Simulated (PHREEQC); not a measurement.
# Acid mine or pickling water: an equilibrium model

Model water analysis in mg/L, 20 °C, pH 4.13, pe 9.8: Na 179; K 171; Ca 268; Mg 403; Cl 522; S(6) as SO4 2090; Mn(2) 7.65; Pb 143.

Valence states are taken as typed.

The numbers come from PHREEQC with the ion-association model, wateq4f.dat.

Each row changes one thing in this solution. This is a speciation only: nothing precipitates in the calculation.

```
case                                               ionic strength (mol/kgw)  SO4-2 (mol/kgw)  Mg+2 (mol/kgw)  MgSO4 (mol/kgw)  Ca+2 (mol/kgw)  K+ (mol/kgw)  SI of Gypsum (CaSO4:2H2O)  SI of Anglesite (PbSO4)
-------------------------------------------------  ------------------------  ---------------  --------------  ---------------  --------------  ------------  -------------------------  -----------------------
as made                                                              0.0726           0.0134          0.0111          0.00555         0.00463       0.00424                      -0.37                    +1.61
temperature from 20 to 25 °C at the same typed pH                    0.0709           0.0130          0.0107       (withheld)         0.00461    (withheld)                      -0.39                    +1.57
all concentrations times 2 at the same typed pH                       0.136           0.0242          0.0206       (withheld)         0.00871    (withheld)                      -0.01                    +1.92
```

### Question
Some entries are withheld; supply them.

### Answer

- temperature from 20 to 25 °C at the same typed pH, MgSO4 (mol/kgw): 0.00592
- temperature from 20 to 25 °C at the same typed pH, K+ (mol/kgw): 0.00423
- all concentrations times 2 at the same typed pH, MgSO4 (mol/kgw): 0.0128
- all concentrations times 2 at the same typed pH, K+ (mol/kgw): 0.00839

Some of these states are supersaturated (in Anglesite, for instance).
